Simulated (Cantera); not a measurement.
Input: 1 mol NF3, 0.16 mol SO2, 4 mol O2, equilibrated at 0.200 bar.

These are equilibrium values from Cantera (NASA tables, ideal gas, pure condensed phases), not measurements of a reactor. Candidate condensed phases: S; 63 gas species. Ions and electrons are included (thermal ionisation). The numbers say what is thermodynamically allowed, not how fast it happens.

x: gas mole fraction; nothing condenses.

| T (K) | x O | x O2 | x F | x N2 | x NO | x SO2 | x N | x S |
|---|---|---|---|---|---|---|---|---|
| 3000 | 0.159 | 0.394 | 0.360 | 0.0516 | 0.0167 | 0.0155 | 7.07e-6 | 0.000161 |
| 3500 | (withheld) | (withheld) | (withheld) | (withheld) | 0.0166 | (withheld) | (withheld) | (withheld) |
| 4000 | 0.638 | (withheld) | 0.262 | 0.0379 | (withheld) | (withheld) | (withheld) | (withheld) |
| 4500 | 0.679 | 0.00745 | 0.253 | 0.0370 | 0.00649 | 9.58e-6 | 0.00387 | 0.0126 |
| 5000 | 0.685 | 0.00191 | 0.250 | 0.0329 | 0.00393 | 5.32e-7 | 0.0135 | 0.0131 |

Question: Some entries are withheld; supply them.

Answer: 
- 4000, x O2: 0.0367
- 4000, x NO: 0.0108
- 4000, x SO2: 0.000259
- 4000, x N: 0.000772
- 4000, x S: 0.00977
- 3500, x O: 0.455
- 3500, x O2: 0.171
- 3500, x F: 0.300
- 3500, x N2: 0.0416
- 3500, x SO2: 0.00446
- 3500, x N: 0.000101
- 3500, x S: 0.00297
